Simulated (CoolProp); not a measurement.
R1336mzz(Z) at 274.94 K and 1.62 MPa is throttled through a valve to 0.786 MPa with no heat exchange. Each further row changes one setting.

The numbers come from the reference Helmholtz-energy equation of state, McLinden 2020 in CoolProp.

```
case                       temperature change (K)  final density (kg/m³)
-------------------------  ----------------------  ---------------------
as stated                                    +0.3                   1420
outlet pressure 0.236 MPa                    +0.4                   1420
outlet pressure 1.02 MPa                     +0.2                   1430
```
